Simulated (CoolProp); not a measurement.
Vapour-liquid equilibrium of propylene (1) + propane (2) at 20.35 °C; x and y are mole fractions of (1).

Computed with CoolProp (multi-fluid Helmholtz-energy mixture model, Lemmon 2013 and Lemmon 2009; pair parameters Bell 2016).

Problem. Give the bubble pressure and the first vapour's composition at x = 0.15, 0.35, 0.65. Is there an azeotrope?

Solution. x = 0.15: 881.6 kPa, y = 0.178; x = 0.35: 925.5 kPa, y = 0.391; x = 0.65: 979.8 kPa, y = 0.680. No azeotrope shows between x = 0.05 and 0.95.

The pair parameters rest on a limited set of measurements; away from them the model extrapolates.
